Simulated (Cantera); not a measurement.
A Cantera script and what it prints.

```python
import numpy as np
import cantera as ct

gas_names = """
    CL CLO CL2 H HCL HOCL HO2 H2 H2O H2O2 O OH O2 O3 Ti TiCL TiCL2 TiCL3 TiCL4 TiO TiOCL TiOCL2 TiO2
""".split()
cond_names = """
    H2O(s) H2O(L) Ti(a) Ti(b) Ti(L) TiCL2(s) TiCL3(s) TiCL4(L) TiO(a) TiO(b) TiO(L) TiO2(ru) TiO2(L)
    Ti2O3(a) Ti2O3(b) Ti2O3(L) Ti3O5(a) Ti3O5(b) Ti3O5(L) Ti4O7(s) Ti4O7(L)
""".split()


# ... load() reads the species with a 1 bar reference pressure and builds the phases ...
atoms = {
    'TiO2': {'Ti': 1, 'O': 2},
    'HCl': {'H': 1, 'CL': 1},
    'H2': {'H': 2},
}
top_T = {'TiCL2(s)': 1300, 'TiCL3(s)': 1000}  # K; cautious upper limits of use, not melting points


# ... equilibrate(T, P, feed) seeds the gas with the atoms and calls Mixture.equilibrate('TP', solver="vcs", rtol=1e-11, max_steps=5000) ...
results = []
feed = {'TiO2': 1, 'HCl': 9.6, 'H2': 7.1}  # mol
T = 1025  # K
P = 4.2  # Pa
mix = equilibrate(T, P, feed)
results.append((T, P, feed, dict(zip(mix.species_names, mix.species_moles))))
x = sorted(zip(gas.X, gas.species_names), reverse=True)
print(f"T = {T:g} K  P = {P:g} Pa  gas = {mix.phase_moles(0):.4g} mol")
print("   x: " + "  ".join(f"{s} {v:.3e}" for v, s in x if v > 0.0001))
print("   condensed (mol): " + ("  ".join(f"{mix.phase(i).name} {mix.phase_moles(i):.4g}"
      for i in range(1, mix.n_phases) if mix.phase_moles(i) > 1e-12) or "none"))
```

It prints:

```
T = 1025 K  P = 4.2 Pa  gas = 16.7 mol
   x: HCL 5.747e-01  H2 4.252e-01  H2O 1.011e-04
   condensed (mol): TiO2(ru) 0.9992
```

These are equilibrium values from Cantera (NASA tables, ideal gas, pure condensed phases), not measurements of a reactor. Condensed phases not in the tables: TiOCl.
